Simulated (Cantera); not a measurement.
What does this Cantera script print?

```python
import numpy as np
import cantera as ct

gas = ct.Solution("SiF4_NH3_mec.yaml", "gas")
gas.TPX = 2300, 2666, {'NH3': 1, 'H2': 4, 'N2': 0.026}
reactor = ct.IdealGasConstPressureReactor(gas, energy="off", clone=False)
net = ct.ReactorNet([reactor])
net.rtol, net.atol = 1e-08, 1e-18
show = ['NH3', 'H2', 'NH', 'N', 'N2']
times = np.geomspace(0.0002, 30, 15)

steps = ct.SolutionArray(gas, extra=["t"])
rows = []
print(f"{'t/s':>10s}{'T/K':>9s}{'P/Pa':>11s}" + "".join(f"{s:>11s}" for s in show))
for t in times:
    while net.time < t:
        t_next = net.step()
        steps.append(gas.state, t=t_next)
    rows.append([np.interp(t, steps.t, y) for y in (steps.T, steps.P, *steps(*show).X.T)])
    print(f"{t:10.3e}{rows[-1][0]:9.1f}{rows[-1][1]:11.4g}" + "".join(f"{x:11.3e}" for x in rows[-1][2:]))
rate = np.gradient(steps.T, steps.t)
print("integrator steps:", len(steps.t))
if steps.T.max() > steps.T[0] + 200:
    print(f"time of steepest temperature rise: {steps.t[rate.argmax()]:.4e} s")
gas.TPX = 2300, 2666, {'NH3': 1, 'H2': 4, 'N2': 0.026}
gas.equilibrate("TP")
print(f"equilibrium (TP): T = {gas.T:.1f} K  " + "  ".join(f"{s} {gas[s].X[0]:.3e}" for s in show))
```

It prints:

```
       t/s      T/K       P/Pa        NH3         H2         NH          N         N2
 2.000e-04   2300.0       2666  1.987e-01  7.957e-01  1.002e-06  1.206e-08  5.172e-03
 4.685e-04   2300.0       2666  1.985e-01  7.954e-01  5.508e-06  1.579e-07  5.173e-03
 1.098e-03   2300.0       2666  1.977e-01  7.950e-01  2.656e-05  1.677e-06  5.236e-03
 2.572e-03   2300.0       2666  1.947e-01  7.958e-01  6.853e-05  6.982e-06  6.145e-03
 6.024e-03   2300.0       2666  1.858e-01  8.008e-01  7.600e-05  8.352e-06  9.784e-03
 1.411e-02   2300.0       2666  1.664e-01  8.122e-01  7.348e-05  8.407e-06  1.783e-02
 3.306e-02   2300.0       2666  1.293e-01  8.338e-01  6.788e-05  8.501e-06  3.323e-02
 7.746e-02   2300.0       2666  7.319e-02  8.664e-01  5.675e-05  8.691e-06  5.655e-02
 1.815e-01   2300.0       2666  1.892e-02  8.967e-01  3.846e-05  9.604e-06  7.909e-02
 4.251e-01   2300.0       2666  1.844e-04  8.931e-01  6.684e-06  7.068e-06  8.631e-02
 9.960e-01   2300.0       2666  1.418e-06  8.656e-01  3.184e-07  8.377e-07  8.514e-02
 2.333e+00   2300.0       2666  2.274e-07  8.599e-01  6.530e-08  1.942e-07  8.488e-02
 5.466e+00   2300.0       2666  1.005e-07  8.598e-01  2.892e-08  8.612e-08  8.487e-02
 1.281e+01   2300.0       2666  8.151e-08  8.598e-01  2.345e-08  6.984e-08  8.487e-02
 3.000e+01   2300.0       2666  8.097e-08  8.598e-01  2.330e-08  6.938e-08  8.487e-02
integrator steps: 1616
equilibrium (TP): T = 2300.0 K  NH3 8.097e-08  H2 8.598e-01  NH 2.330e-08  N 6.938e-08  N2 8.487e-02
```

Cantera simulation using the gas-phase N/H chemistry of the illustrative SiF4/NH3 mechanism in the Surface Chemkin manual (1991); the numbers are that mechanism's predictions, not measurements. Walls and surfaces, which speed up NH3 decomposition in real reactors, are not modelled.
